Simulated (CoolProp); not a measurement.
Vapour pressure (bar) of R1123: the reference equation beside estimates from Tc = 58.6 °C, pc = 45.49 bar, ω = 0.243. Clausius-Clapeyron is anchored at -1.45 °C with a constant enthalpy of vaporisation of 14.23 kJ/mol.

Computed with CoolProp (reference Helmholtz-energy equation of state, Akasaka 2020).

```tsv
T (°C)	reference	Clausius-Clapeyron	van der Waals	Soave-Redlich-Kwong	Peng-Robinson
-13.75	7.091	7.711	15.68	7.154	7.070
-7.65	8.613	8.973	17.47	(withheld)	(withheld)
-1.45	10.40	10.40	19.42	10.52	10.39
4.65	12.40	11.94	21.47	12.58	12.41
10.85	14.73	13.66	23.69	14.95	14.76
16.95	17.31	15.50	(withheld)	(withheld)	17.37
23.15	20.27	17.54	28.49	20.60	20.37
29.25	23.54	19.70	(withheld)	23.92	23.68
35.45	27.25	(withheld)	33.85	27.67	27.43
41.65	31.40	24.63	36.76	31.83	(withheld)
47.75	35.96	27.31	39.78	36.35	36.19
```

Fill in the missing entries.


- -7.65, Soave-Redlich-Kwong: 8.705
- -7.65, Peng-Robinson: 8.596
- 16.95, van der Waals: 26.00
- 16.95, Soave-Redlich-Kwong: 17.59
- 29.25, van der Waals: 31.08
- 35.45, Clausius-Clapeyron: 22.08
- 41.65, Peng-Robinson: 31.62

Absolute difference from the reference over all 11 rows, mean and median: Clausius-Clapeyron 11.7 and 10.5 %, van der Waals 56.3 and 50.2 %, Soave-Redlich-Kwong 1.4 and 1.5 %, Peng-Robinson 0.4 and 0.3 %.
